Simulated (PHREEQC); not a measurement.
## Brine (model solution)

Dissolve 9.6 mmol/kgw LiCl, 0.055 mmol/kgw SrCl2 and 140 mmol/kgw MgCl2 at 50 °C. Closed to the air; pH follows from the charge balance.

The numbers come from PHREEQC with the ion-association model, phreeqc.dat.

This is a speciation only: nothing precipitates in the calculation.

**Question.** Predict the activity of water.

**Answer.** activity of water 0.993.

Complexes and solids missing from the database can't appear. At this temperature some constants are extrapolated from 25 °C, and those without enthalpy data are left unchanged.
